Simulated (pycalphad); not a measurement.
Freezing of Al-Si-Mn alloys with rising Si

CALPHAD calculation (pycalphad, COST 507 light-alloy database (1999)), 1 atm. The database dates from 1999; later assessments differ in places, in temperatures and in the compounds included. Phase fractions are per mole of atoms.

Scheil-Gulliver runs (no diffusion in the solid, steps of 4 K) beside full equilibrium.

| alloy | liquidus (K) | Scheil, half solid (K) | Scheil, 80 % solid (K) | Scheil, invariant end (K) | liquid left at that end | equilibrium solidus (K) |
|---|---|---|---|---|---|---|
| Al-9.07Si-0.68Mn (at.%) | 927 | at the invariant end | at the invariant end | 850 | 0.68 | 850 |
| Al-12.1Si-0.68Mn (at.%) | 917 | at the invariant end | at the invariant end | 850 | 0.96 | 850 |
| Al-24.2Si-0.68Mn (at.%) | (withheld) | at the invariant end | at the invariant end | 850 | (withheld) | 850 |

Q: Some entries are withheld; supply them.

A: 
- Al-24.2Si-0.68Mn (at.%), liquidus (K): 1023
- Al-24.2Si-0.68Mn (at.%), liquid left at that end: 0.83
